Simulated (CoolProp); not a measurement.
Values from CoolProp's reference Helmholtz-energy equation of state, Bücker 2006.

### Question
For n-butane, give the phase and the cv (kJ/(kg K)), speed of sound (m/s) at 427.3 K and 1.01 bar; 447.3 K and 1.01 bar; 467.3 K and 1.01 bar.

### Answer
- 427.3 K and 1.01 bar: gas; cv 2.12, speed of sound 254
- 447.3 K and 1.01 bar: gas; cv 2.21, speed of sound 259
- 467.3 K and 1.01 bar: gas; cv 2.29, speed of sound 265
